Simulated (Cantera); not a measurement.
A perfectly stirred reactor is fed with 0.230 % C2H6, 99.8 % N2, at 0.000197 atm; it is held at 1800 K, and followed from long to short residence time.

Detailed kinetics in Cantera: GRI-Mech 3.0 (53 species, 325 reactions). GRI-Mech 3.0 stops at C3 and has no aromatics, soot or wall deposition, so with more carbon than oxygen in the feed, carbon stays in small species such as C2H2 where larger ones or solid carbon would form. Radical loss at walls, strong at low pressure, is not modelled.

One state of this run: x C2H6 = 0.00198; x H = 2.53e-6; x H2 = 4.41e-7; x CH2 = 1.32e-7; x CH4 = 8.83e-7; x C2H = <1e-12; x C2H4 = 1.50e-6. x: mole fraction; the columns are a selection and need not sum to one.

Question: Which value of τ (s) does it belong to?
A) 0.75
B) 0.081
C) 0.0029
D) 0.0088

Answer: C, 0.0029
